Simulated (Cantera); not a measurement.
Charge: 1 mol SiF₄, 3.7 mol O₂, equilibrated at 1.00 Torr.

Equilibrium computed with Cantera from the NASA thermochemical tables; the gas is ideal and each condensed phase is pure. Candidate condensed phases: Si, SiO₂; 17 gas species. The tables' values for SiF₃, SiO₂, SiF₂ are old estimates; treat these amounts as uncertain. The tables hold silica as quartz up to 1696 K and as liquid above; real silica turns to tridymite and cristobalite and melts near 1996 K. The numbers say what is thermodynamically allowed, not how fast it happens.

log p: log10 of the partial pressure in bar; n: condensed amount in mol.

```csv
T (K),log p O₂,log p SiF₄,log p O,log p F,n SiO₂(condensed)
748,-2.98,-3.55,<-14,<-14,0
898,-2.98,-3.55,-12.79,-13.86,0
1048,-2.98,-3.55,[?],[?],0
1198,-2.98,-3.55,-9.11,-10.07,0
1348,-2.98,-3.55,-7.88,-8.80,0
1498,-2.98,-3.55,-6.89,-7.79,0
1648,-2.98,-3.55,-6.09,-6.96,0
1798,-2.98,-3.55,-5.41,-6.26,0.000226
1948,-2.99,-3.55,[?],[?],0
2098,-3.00,-3.57,-4.36,-4.99,0
```

Q: Complete the blanks.

A: 
- 1948, log p O: -4.85
- 1948, log p F: -5.64
- 1048, log p O: -10.69
- 1048, log p F: -11.70
